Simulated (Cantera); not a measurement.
## Thermodynamics of silicon epitaxy and polysilicon growth, feed SiHCl3 + Cl2 + H2

Input: 1 mol SiHCl3, 0.2 mol Cl2, a varied amount of H2, at 873 K and 0.0133 bar.

Equilibrium computed with Cantera from the NASA thermochemical tables; the gas is ideal and each condensed phase is pure. Candidate condensed phases: Si; 19 gas species. The tables' values for SiCl3 are old estimates; treat these amounts as uncertain. Equilibrium is a limit: real reactors are often held back by kinetics, nucleation or transport.

From 71 mol H2 to 500 mol H2 the condensed part is Si(s). The main Si-bearing gas is SiCl4 throughout. The share of Si in condensed phases is highest at 500 mol H2 (44.3 %) and lowest at 71 mol H2 (18.6 %).

```json
[
 {"n(H2) (mol)": "71", "log p H2": "-1.88", "log p SiCl4": "-3.97", "log p HCl": "-4.14", "log p SiHCl3": "-4.39", "log p SiH2Cl2": "-5.84", "n Si(s)": "0.186"},
 {"n(H2) (mol)": "88", "log p H2": "-1.88", "log p SiCl4": "-4.08", "log p HCl": "-4.17", "log p SiHCl3": "-4.47", "log p SiH2Cl2": "-5.89", "n Si(s)": "0.200"},
 {"n(H2) (mol)": "110", "log p H2": "-1.88", "log p SiCl4": "-4.20", "log p HCl": "-4.19", "log p SiHCl3": "-4.55", "log p SiH2Cl2": "-5.95", "n Si(s)": "0.217"},
 {"n(H2) (mol)": "140", "log p H2": "-1.88", "log p SiCl4": "-4.32", "log p HCl": "-4.23", "log p SiHCl3": "-4.65", "log p SiH2Cl2": "-6.01", "n Si(s)": "0.240"},
 {"n(H2) (mol)": "170", "log p H2": "-1.88", "log p SiCl4": "-4.43", "log p HCl": "-4.25", "log p SiHCl3": "-4.73", "log p SiH2Cl2": "-6.06", "n Si(s)": "0.261"},
 {"n(H2) (mol)": "210", "log p H2": "-1.88", "log p SiCl4": "-4.55", "log p HCl": "-4.28", "log p SiHCl3": "-4.82", "log p SiH2Cl2": "-6.12", "n Si(s)": "0.287"},
 {"n(H2) (mol)": "260", "log p H2": "-1.88", "log p SiCl4": "-4.67", "log p HCl": "-4.31", "log p SiHCl3": "-4.91", "log p SiH2Cl2": "-6.18", "n Si(s)": "0.318"},
 {"n(H2) (mol)": "320", "log p H2": "-1.88", "log p SiCl4": "-4.80", "log p HCl": "-4.34", "log p SiHCl3": "-5.00", "log p SiH2Cl2": "-6.25", "n Si(s)": "0.353"},
 {"n(H2) (mol)": "400", "log p H2": "-1.88", "log p SiCl4": "-4.94", "log p HCl": "-4.38", "log p SiHCl3": "-5.11", "log p SiH2Cl2": "-6.32", "n Si(s)": "0.395"},
 {"n(H2) (mol)": "500", "log p H2": "-1.88", "log p SiCl4": "-5.09", "log p HCl": "-4.42", "log p SiHCl3": "-5.22", "log p SiH2Cl2": "-6.39", "n Si(s)": "0.443"}
]
```
log p: log10 of the partial pressure in bar; n: condensed amount in mol.
